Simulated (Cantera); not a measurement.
What does this Cantera script print?

```python
import numpy as np
import cantera as ct

gas = ct.Solution("h2o2.yaml")
gas.TPX = 425, 120000, {'H2': 1, 'O2': 0.568, 'N2': 2.14}
flame = ct.FreeFlame(gas, width=0.035)
flame.set_refine_criteria(ratio=3, slope=0.08, curve=0.16)
flame.transport_model = "mixture-averaged"
flame.solve(loglevel=0, auto=True)
z, T = flame.grid, flame.T
thick = (T[-1] - T[0]) / np.gradient(T, z).max()
show = ['H2', 'O2', 'O', 'H', 'OH', 'H2O2']
print(f"laminar burning velocity  {flame.velocity[0] * 100:.3f} cm/s")
print(f"burnt temperature         {T[-1]:.1f} K")
print(f"thermal thickness         {thick * 1e3:.4f} mm")
print(f"grid points               {len(z)}")
z0 = z[flame.heat_release_rate.argmax()]
print(f"{'z/mm':>9s}{'T/K':>9s}{'u/(m/s)':>9s}" + "".join(f"{s:>11s}" for s in show))
rows = []
for k in (-3, -2, -1.5, -1, -0.5, -0.25, 0, 0.25, 0.5, 1, 2, 4, 8):
    zz = z0 + k * thick
    rows.append([k * thick, np.interp(zz, z, T), np.interp(zz, z, flame.velocity),
                 *(np.interp(zz, z, flame.X[gas.species_index(s)]) for s in show)])
    print(f"{rows[-1][0] * 1e3:9.3f}{rows[-1][1]:9.1f}{rows[-1][2]:9.3f}" + "".join(f"{x:11.3e}" for x in rows[-1][3:]))
```

Output:

```
laminar burning velocity  352.436 cm/s
burnt temperature         2344.8 K
thermal thickness         0.3131 mm
grid points               105
     z/mm      T/K  u/(m/s)         H2         O2          O          H         OH       H2O2
   -0.939    425.0    3.524  2.697e-01  1.532e-01  1.729e-13  3.782e-16  1.469e-15  3.933e-14
   -0.626    425.0    3.524  2.697e-01  1.532e-01  1.403e-11  3.108e-14  1.192e-13  5.141e-12
   -0.470    425.0    3.524  2.696e-01  1.532e-01  2.381e-10  5.537e-13  2.118e-12  1.378e-10
   -0.313    425.1    3.523  2.693e-01  1.533e-01  4.673e-09  2.197e-11  7.659e-11  4.244e-09
   -0.157    441.1    3.618  2.608e-01  1.548e-01  1.735e-06  4.890e-06  8.454e-06  6.908e-06
   -0.078    684.5    5.431  2.214e-01  1.513e-01  1.657e-04  2.215e-03  9.130e-04  6.586e-05
    0.000   1149.7    8.818  1.370e-01  1.191e-01  3.314e-03  1.909e-02  2.583e-03  1.367e-05
    0.078   1483.1   11.243  6.181e-02  6.722e-02  9.318e-03  3.491e-02  7.985e-03  4.537e-06
    0.157   1655.6   12.479  3.698e-02  4.517e-02  1.117e-02  3.457e-02  1.200e-02  2.503e-06
    0.313   1826.5   13.648  2.983e-02  3.679e-02  9.947e-03  2.557e-02  1.479e-02  1.248e-06
    0.626   1988.7   14.709  2.539e-02  3.250e-02  7.318e-03  1.588e-02  1.575e-02  6.701e-07
    1.252   2126.9   15.580  1.945e-02  2.886e-02  4.788e-03  8.672e-03  1.501e-02  4.264e-07
    2.504   2233.0   16.229  1.326e-02  2.602e-02  2.841e-03  4.162e-03  1.298e-02  3.097e-07
```

Cantera simulation using the H2/O2 subset of GRI-Mech 3.0, which has no nitrogen chemistry; the numbers are that mechanism's predictions, not measurements. Burning velocities carry a grid error of a few per cent, more on coarse grids.
